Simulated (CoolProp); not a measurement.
Vapour-liquid equilibrium of propylene (1) + R114 (2) at 318.8 K; x and y are mole fractions of (1).

Model: multi-fluid Helmholtz-energy mixture model, Lemmon 2013 and Platzer 1990; pair parameters Bell 2016, in CoolProp. This equation is an older, rougher fit; its heat capacities, sound speeds and derivatives of the liquid may be far off and weren't checked against measurements.

Question: Give the bubble pressure and the first vapour's composition at x = 0.35, 0.5, 0.8. Is there an azeotrope?

Answer: x = 0.35: 9.839 bar, y = 0.681; x = 0.5: 12.02 bar, y = 0.776; x = 0.8: 15.98 bar, y = 0.910. No azeotrope shows between x = 0.05 and 0.95.

The pair parameters rest on a limited set of measurements; away from them the model extrapolates.
